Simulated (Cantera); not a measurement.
An isothermal, constant-pressure homogeneous reactor starts with N2O : O2 = 1 : 0.11 (molar parts), at 1525 K and 100.0 Torr.

Computed with Cantera and GRI-Mech 3.0 (53 species, 325 reactions). GRI-Mech 3.0 was tuned for natural gas; its chemistry of N2O as a main component is partial and can be far from experiment. The temperature is held fixed by assumption; the heat of reaction is taken as removed at once.

x: mole fraction; the columns are a selection and need not sum to one.

| t (s) | x N2O | x O2 | x O | x NO | x N2 | x NO2 |
|---|---|---|---|---|---|---|
| 7.00e-6 | 0.901 | 0.0991 | 2.70e-5 | 2.65e-6 | 3.58e-5 | <1e-12 |
| 2.49e-5 | 0.901 | 0.0991 | ___ | ___ | ___ | 5.36e-11 |
| 8.84e-5 | 0.900 | 0.0993 | 8.93e-5 | 0.000164 | 0.000637 | 2.09e-9 |
| 0.000314 | 0.897 | 0.1000 | 9.03e-5 | 0.000701 | 0.00243 | 3.68e-8 |
| 0.00112 | 0.886 | 0.102 | 9.03e-5 | 0.00259 | 0.00873 | 4.57e-7 |
| 0.00397 | 0.850 | 0.110 | 9.02e-5 | 0.00908 | 0.0304 | 4.17e-6 |
| 0.0141 | 0.737 | 0.135 | 8.99e-5 | 0.0295 | 0.0986 | 2.25e-5 |
| 0.0501 | 0.460 | 0.196 | 8.84e-5 | 0.0788 | 0.264 | 7.25e-5 |
| 0.178 | 0.113 | 0.274 | 7.80e-5 | 0.139 | 0.474 | 0.000142 |
| 0.633 | 0.00341 | 0.301 | 1.83e-5 | 0.154 | 0.542 | 0.000239 |
| 2.25 | 7.50e-6 | 0.302 | 8.62e-6 | 0.153 | 0.544 | 0.000332 |
| 8.00 | 7.07e-6 | 0.302 | 8.62e-6 | 0.153 | 0.545 | 0.000331 |

### Question
What belongs in the gaps?

### Answer

- 2.49e-5, x O: 6.47e-5
- 2.49e-5, x NO: 2.56e-5
- 2.49e-5, x N2: 0.000150
